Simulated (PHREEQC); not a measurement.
30 mol of Arcanite (K2SO4) is brought to equilibrium with 1 kg of water, at several temperatures. The system is closed to CO2. Only these solids could form: Arcanite.

Model: Pitzer model, pitzer.dat, run in PHREEQC.

| T (°C) | dissolved K (mol/kgw) | dissolved S (mol/kgw) |
|---|---|---|
| 5 | 0.892 | 0.446 |
| 11 | 1.01 | 0.503 |
| 23 | 1.23 | 0.616 |
| 29 | 1.34 | 0.672 |
| 35 | 1.45 | 0.727 |
| 47 | 1.67 | 0.833 |
| 53 | 1.77 | 0.885 |
| 65 | 1.97 | 0.984 |
| 71 | 2.06 | 1.03 |
| 77 | 2.16 | 1.08 |
| 89 | 2.33 | 1.17 |
| 95 | 2.42 | 1.21 |

At this temperature some constants are extrapolated from 25 °C, and those without enthalpy data are left unchanged.
